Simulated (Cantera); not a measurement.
Charge: 1 mol Si, 4.5 mol NF₃, 31 mol H₂, equilibrated at 1277 °C and 26.0 Pa.

Cantera equilibrium calculation (NASA polynomials, part measured and part estimated; ideal gas, pure solids and liquids). Candidate condensed phases: Si, Si₃N₄; 37 gas species. The tables' values for SiF₃, SiF₂ are old estimates; treat these amounts as uncertain. Rates play no part.

Base state: H₂ 0.669, HF 0.246, N₂ 0.0576, SiF₄ 0.0225, SiF₃ 0.00285, H 0.00160, SiF₂ 0.000189, SiHF₃ 4.24e-5 (mole fractions); condensed: gas only.

### Question
What changes in the equilibrium state with this change: temperature from 1277 °C to 427 °C?

### Answer
| species | before | after |
|---|---|---|
| H₂ | 0.669 | 0.673 |
| HF | 0.246 | 0.244 |
| N₂ | 0.0576 | 0.0577 |
| SiF₄ | 0.0225 | 0.0256 |
| SiF₃ | 0.00285 | <1e-9 |
| H | 0.00160 | <1e-9 |
| SiF₂ | 0.000189 | <1e-9 |
| SiHF₃ | 4.24e-5 | <1e-9 |
